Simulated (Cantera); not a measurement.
Mixture: 2.63 % CH4, 0.736 % C2H6, 0.658 % C3H8, 19.2 % O2, 72.1 % N2, 4.73 % H2O, equivalence ratio 0.58, at 6.40 bar, adiabatic and at constant pressure. Ignition delay is the time to a rise of 400 K.

Computed with Cantera and GRI-Mech 3.0 (53 species, 325 reactions). GRI-Mech 3.0 was tuned for natural gas; its chemistry of propane as a main component is partial and can be far from experiment.

Task: At T0 = 1425 K, what is the delay, and which 6 reactions control it most (d ln τ / d ln k, from doubling and halving each rate constant)?

Result: The delay is 57.7 µs.
```tsv
reaction	d ln τ / d ln k	faster rate
H + O2 <=> O + OH	-0.58	shortens it
CH3 + HO2 <=> CH3O + OH	-0.56	shortens it
C2H5 + CH3 (+M) <=> C3H8 (+M)	-0.21	shortens it
2 CH3 (+M) <=> C2H6 (+M)	0.20	lengthens it
C2H6 + OH <=> C2H5 + H2O	-0.18	shortens it
CH4 + OH <=> CH3 + H2O	0.17	lengthens it
```
